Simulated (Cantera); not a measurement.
Input: 1 mol CH4, 0.014 mol O2, 2.4 mol N2, at 900 °C.

Equilibrium computed with Cantera from the NASA thermochemical tables; the gas is ideal and each condensed phase is pure. Candidate condensed phases: C, C6H6, C7H8, C8H18, H2O; 136 gas species. The ideal-gas law is rough above about 30 bar. Rates play no part.

x: gas mole fraction; n: condensed amount in mol.

```
P (Pa)     x N2   x H2     x CH4     x CO  x H2O     x NH3  n C(graphite)
--------  -----  -----  --------  -------  -----  --------  -------------
10        0.542  0.452   3.97e-7  0.00632      …   4.86e-9          0.972
46        0.542  0.452   1.83e-6  0.00632      …   2.24e-8          0.972
220       0.542  0.452   8.73e-6  0.00632      …   1.07e-7          0.972
1000      0.542  0.452   3.97e-5  0.00632      …   4.86e-7          0.972
4600      0.542  0.451  0.000182  0.00632      …   2.23e-6          0.971
22000     0.542  0.450  0.000868  0.00631      …   1.06e-5          0.968
100000    0.544  0.446   0.00386  0.00625      …   4.77e-5          0.955
460000    0.551  0.426    0.0162  0.00600      …  0.000207          0.903
2200000   0.573  0.363    0.0563  0.00519      …  0.000792          0.742
10000000  0.612  0.254     0.125  0.00372      …   0.00217          0.495
```

Problem. Complete the blanks.

Solution. 
- 10, x H2O: 1.01e-8
- 46, x H2O: 4.66e-8
- 220, x H2O: 2.23e-7
- 1000, x H2O: 1.01e-6
- 4600, x H2O: 4.66e-6
- 22000, x H2O: 2.22e-5
- 100000, x H2O: 9.88e-5
- 460000, x H2O: 0.000418
- 2200000, x H2O: 0.00147
- 10000000, x H2O: 0.00335
